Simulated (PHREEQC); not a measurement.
Consider water at 25 °C with 0.0037 mol FeSO4 and 0.00092 mol MgSO4 per kg of water. Closed to the air; pH follows from the charge balance.

Equilibrium calculation in PHREEQC: ion-association model, phreeqc.dat.

```csv
quantity,before,after
ionic strength (mol/kgw),0.0146,0.00783
Mg+2 (mol/kgw),0.000689,0.000376
MgSO4 (mol/kgw),0.000231,8.40e-5
HSO4- (mol/kgw),1.75e-7,8.23e-8
```

Question: What was changed between the two runs?
(A) FeSO4 left out
(B) diluted 2-fold with water
(C) temperature from 25 to 65 °C
(D) FeSO4 replaced by MnSO4 at the same molality

Answer: B, diluted 2-fold with water

No solid was allowed to form.
